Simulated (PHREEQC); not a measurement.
**Acid rinse or clean**

Dissolve 0.0071 mol/kgw HNO3, 0.0014 mol/kgw FeCl3 and 0.0051 mol/kgw MgCl2 at 20 °C. It is in equilibrium with CO2 at log p = -3.4 (atm). Otherwise closed; pH follows from the charge balance.

Model: ion-association model, phreeqc.dat, run in PHREEQC.

Precipitation was switched off in this run.

### Question
Estimate the pH.

### Answer
pH 2.18.

### Question
In which forms is Cl present?

### Answer
Cl- 99 %, FeCl+2 1.0 % of the Cl.

Saturation is exceeded, for instance for Hematite (slow to form), Goethite (slow to form); the values hold only as long as no solid forms.
